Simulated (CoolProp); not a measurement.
Model: reference Helmholtz-energy equation of state, Gao 2020, in CoolProp.

**Question.** Give the vapour pressure (MPa), vapour Z, liquid conductivity (mW/(m K)) of saturated ammonia at 50.25, 89.35 °C.

**Answer.** 
```tsv
T (°C)	p (MPa)	vapour Z	liquid conductivity (mW/(m K))
50.25	2.05	0.816	416
89.35	5.05	0.667	313
```

Thermal conductivity comes from a separate model (Tufeu 1984).
